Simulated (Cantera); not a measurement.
Charge: 1 mol CO, 2.5 mol H₂, 9.7 mol N₂, equilibrated at 823.15 K and 1.00 bar.

Method: chemical equilibrium by Gibbs-energy minimisation in Cantera with the NASA 1993 tables (ideal gas, pure condensed phases). Candidate condensed phases: C, C₆H₆, C₇H₈, C₈H₁₈, H₂O; 136 gas species. Kinetics and transport are ignored.

Base state: N₂ 0.782, H₂ 0.135, H₂O 0.0320, CO 0.0179, CH₄ 0.0170, CO₂ 0.0153, NH₃ 0.000105 (mole fractions); condensed: C(graphite).

**Question.** What changes in the equilibrium state with this change: H₂ from 2.5 to 0.41 mol?

**Answer.** 
```tsv
species	before	after
N₂	0.782	0.908
CO₂	0.0153	0.0297
H₂	0.135	0.0278
H₂O	0.0320	0.00915
CH₄	0.0170	0.000718
CO	0.0179	0.0250
NH₃	0.000105	1.05e-5
C(graphite), mol	0.376	0.408
```
